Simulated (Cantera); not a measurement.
Charge: 1 mol MgCO₃, 1.1 mol O₂, 2.4 mol N₂, equilibrated at 47.0 mbar.

These are equilibrium values from Cantera (NASA tables, ideal gas, pure condensed phases), not measurements of a reactor. Candidate condensed phases: C, Mg, MgCO₃, MgO; 28 gas species. Kinetics and transport are ignored. All values below are at 1375 °C.

Base state: N₂ 0.532, O₂ 0.243, CO₂ 0.222, NO 0.00209, CO 7.64e-5, O 5.76e-5 (mole fractions); condensed: MgO(s).

Problem. What changes in the equilibrium state with this change: MgCO₃ replaced by FeS?

Solution. 
| species | before | after |
|---|---|---|
| N₂ | 0.532 | 0.748 |
| SO₂ | 0 | 0.182 |
| S₂ | 0 | 0.0591 |
| O₂ | 0.243 | 7.77e-8 |
| CO₂ | 0.222 | 0 |
| SO | 0 | 0.00929 |
| S₂O | 0 | 0.00116 |
| MgO(s), mol | 1.00 | 0 |
| FeO(s), mol | 0 | 1.000 |
The tables' stoichiometric FeO is somewhat more stable than real wüstite, so its field is too wide. FeO: taken at fixed stoichiometry. Further candidate phases: Fe, FeO, FeS, FeSO₄, FeS₂, Fe₂O₃, Fe₂(SO₄)₃, Fe₃O₄, S.
